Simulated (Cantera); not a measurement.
# Hydrogen reduction and annealing atmospheres: FeS2 + H2

Charge: 1 mol FeS2, 620 mol H2, at 1598 K and 2.40 bar.

Cantera equilibrium calculation (NASA polynomials, part measured and part estimated; ideal gas, pure solids and liquids). Candidate condensed phases: Fe, FeS, FeS2, S; 8 gas species. Kinetics and transport are ignored.

The x(H2) comes out as 0.997 and the x(H2S) comes out as 0.00320. The x(H) comes out as 3.43e-5. The x(SH) is 2.08e-5. The n(Fe(γ)) is 1.000 mol, the gas amount is 620.0 mol and the log10 activity of S(l) (absent) comes out as -4.17.
